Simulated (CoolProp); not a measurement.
A single-stage vapour-compression cycle with ammonia: evaporating at 249.15 K (dew point), condensing at 286.15 K (bubble point), superheat 0 K, subcooling 5 K, compressor efficiency 0.9, no pressure losses. Each further row changes one setting.

Computed with CoolProp (reference Helmholtz-energy equation of state, Gao 2020).

```tsv
case	cooling COP	pressure ratio	discharge temperature (K)	refrigerating effect (kJ/kg)	volumetric capacity (kJ/m³)
as stated	5.30	4.29	358.0	1190	1620
evaporating temperature 254.15 K	6.39	3.43	345.2	1200	2010
condensing temperature 281.15 K	6.25	3.62	343.4	1220	1650
subcooling 10 K	5.40	4.29	358.0	1220	1650
superheat 10 K	5.16	4.29	372.2	1220	1570
compressor efficiency 0.8	4.71	4.29	369.8	1190	1620
```
